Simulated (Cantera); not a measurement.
A freely propagating, adiabatic, planar premixed flame of H₂ : O₂ : N₂ = 1 : 0.704 : 2.65 (molar parts), equivalence ratio 0.71, unburnt at 300 K and 0.132 atm; mixture-averaged transport, grid criteria slope 0.08 and curve 0.16, no radiation.

Detailed kinetics in Cantera: the H2/O2 subset of GRI-Mech 3.0, which has no nitrogen chemistry. Burning velocities carry a grid error of a few per cent, more on coarse grids.

x: mole fraction of selected species; z is measured from the peak of heat release.

| z (mm) | T (K) | u (m/s) | x H₂ | x O₂ | x O | x H₂O | x H₂O₂ | x H |
|---|---|---|---|---|---|---|---|---|
| -13.8 | 300 | 1.39 | 0.230 | 0.162 | <1e-8 | <1e-8 | <1e-8 | <1e-8 |
| -9.21 | 300 | 1.39 | 0.230 | 0.162 | <1e-8 | <1e-8 | <1e-8 | <1e-8 |
| -6.91 | 300 | 1.39 | 0.230 | 0.162 | <1e-8 | <1e-8 | <1e-8 | <1e-8 |
| -4.60 | 300 | 1.39 | 0.230 | 0.162 | <1e-8 | 5.43e-8 | <1e-8 | <1e-8 |
| -2.30 | 308 | 1.42 | 0.224 | 0.163 | 3.63e-7 | 0.000156 | 3.92e-6 | 8.67e-7 |
| -1.15 | … | 2.40 | … | 0.160 | … | … | … | … |
| 0 | 946 | 4.10 | 0.108 | 0.132 | 0.00283 | 0.0864 | 1.17e-6 | 0.0219 |
| 1.15 | 1230 | 5.29 | 0.0376 | 0.0827 | 0.00980 | 0.172 | 1.22e-6 | 0.0380 |
| 2.30 | 1371 | 5.87 | 0.0210 | 0.0664 | 0.0121 | 0.199 | 1.04e-6 | 0.0356 |
| 4.60 | 1513 | 6.43 | 0.0182 | 0.0614 | 0.0113 | 0.210 | 6.16e-7 | 0.0262 |
| 9.21 | 1653 | 6.97 | 0.0159 | 0.0582 | 0.00923 | 0.220 | 3.07e-7 | 0.0168 |
| 18.4 | 1779 | 7.43 | 0.0121 | 0.0557 | 0.00659 | 0.230 | 1.59e-7 | 0.00925 |
| 36.8 | 1879 | 7.79 | 0.00794 | 0.0540 | 0.00408 | 0.239 | 9.15e-8 | 0.00426 |

Problem. Fill in the missing entries.

Solution. 
- -1.15, T (K): 537
- -1.15, x H₂: 0.188
- -1.15, x O: 7.39e-5
- -1.15, x H₂O: 0.0174
- -1.15, x H₂O₂: 3.96e-5
- -1.15, x H: 0.00258
